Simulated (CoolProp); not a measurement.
A single-stage vapour-compression cycle with chloromethane (R40): evaporating at 263.15 K (dew point), condensing at 313.15 K (bubble point), superheat 5 K, subcooling 5 K, compressor efficiency 0.65, no pressure losses. Each further row changes one setting.

Model: reference Helmholtz-energy equation of state, Thol 2014, in CoolProp.

```
case                              cooling COP  pressure ratio  discharge temperature (K)  refrigerating effect (kJ/kg)  volumetric capacity (kJ/m³)
--------------------------------  -----------  --------------  -------------------------  ----------------------------  ---------------------------
as stated                                2.89            4.87                      410.4                           345                         1470
evaporating temperature 268.15 K         3.33            4.03                      398.5                           348                         1770
condensing temperature 308.15 K          3.27      (withheld)                      397.9                           354                         1510
subcooling 10 K                          2.95            4.87                      410.4                           354                         1510
superheat 15 K                           2.84            4.87                      423.7                           354                   (withheld)
compressor efficiency 0.55               2.44            4.87                 (withheld)                           345                         1470
```

Some entries are withheld; supply them.


- condensing temperature 308.15 K, pressure ratio: 4.26
- superheat 15 K, volumetric capacity (kJ/m³): 1450
- compressor efficiency 0.55, discharge temperature (K): 431.2
